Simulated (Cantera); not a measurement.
A closed system holds: 1 mol SiH4, 2 mol N2, at 13300 Pa.

Cantera equilibrium calculation (NASA polynomials, part measured and part estimated; ideal gas, pure solids and liquids). Candidate condensed phases: Si, Si3N4; 18 gas species. N2 is the only nitrogen source here; it is nearly inert below about 1500 K, so the nitride shown seldom forms there in practice. Equilibrium is a limit: real reactors are often held back by kinetics, nucleation or transport. All values below are at 1148 K.

Base state: H2 0.600, N2 0.400 (mole fractions); condensed: Si3N4(s).

Q: What changes in the equilibrium state with this change: SiH4 replaced by SiCl4?

A: 
```
species        before    after
-------------  ------  -------
N2              0.400    0.667
SiCl4               0    0.333
SiCl3               0  2.09e-5
H2              0.600        0
Cl                  0  1.38e-5
Si3N4(s), mol   0.333        0
```
The tables' values for SiCl3 are old estimates; treat these amounts as uncertain.
